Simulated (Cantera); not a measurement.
A perfectly stirred reactor is fed with C2H6 : N2 = 1 : 50 (molar parts), at 760 Torr; it is held at 1775 K, and followed from long to short residence time.

Detailed kinetics in Cantera: GRI-Mech 3.0 (53 species, 325 reactions). GRI-Mech 3.0 stops at C3 and has no aromatics, soot or wall deposition, so with more carbon than oxygen in the feed, carbon stays in small species such as C2H2 where larger ones or solid carbon would form.

**Question.** What does this change do: temperature 1775 to 1125 K?

**Answer.** 
| quantity | before | after |
|---|---|---|
| x(C2H6) at τ = 29.0 s | 3.55e-8 | 0.000295 |
| x(H2) at τ = 29.0 s | 0.0372 | 0.0227 |
| x(CH2) at τ = 29.0 s | 1.48e-8 | <1e-12 |
| x(H) at τ = 29.0 s | 5.68e-5 | 1.13e-7 |
| x(C2H) at τ = 29.0 s | 2.23e-7 | 3.22e-12 |
| x(C2H6) at τ = 88.0 ms | 9.44e-6 | 0.0105 |
| x(H2) at τ = 88.0 ms | 0.0332 | 0.00892 |
| x(CH2) at τ = 88.0 ms | 3.27e-7 | 2.04e-11 |
| x(H) at τ = 88.0 ms | 7.76e-5 | 3.58e-7 |
| x(C2H) at τ = 88.0 ms | 3.18e-7 | 1.95e-12 |

**Question.** What does this change do: C2H6 1 to 0.66 parts?

**Answer.** 
```csv
quantity,before,after
x(C2H6) at τ = 29.0 s,3.55e-8,2.48e-8
x(H2) at τ = 29.0 s,0.0372,0.0251
x(CH2) at τ = 29.0 s,1.48e-8,1.48e-8
x(H) at τ = 29.0 s,5.68e-5,4.67e-5
x(C2H) at τ = 29.0 s,2.23e-7,1.82e-7
x(C2H6) at τ = 88.0 ms,9.44e-6,6.75e-6
x(H2) at τ = 88.0 ms,0.0332,0.0223
x(CH2) at τ = 88.0 ms,3.27e-7,3.35e-7
x(H) at τ = 88.0 ms,7.76e-5,6.50e-5
x(C2H) at τ = 88.0 ms,3.18e-7,2.66e-7
```
